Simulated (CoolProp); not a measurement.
Model: reference Helmholtz-energy equation of state, Aleksandrov 2011, in CoolProp. It is a short technical equation, of lower accuracy than the large ones.

For n-undecane, give the phase and the density (kg/m³), cv (kJ/(kg K)), isothermal compressibility (1/MPa), fugacity coefficient at 607.8 K and 1.85 bar; 607.8 K and 49.8 bar.


- 607.8 K and 1.85 bar: gas; density 5.99, cv 2.83, isothermal compressibility 5.67, fugacity coefficient 0.957
- 607.8 K and 49.8 bar: liquid; density 474, cv 2.93, isothermal compressibility 0.0184, fugacity coefficient 0.235
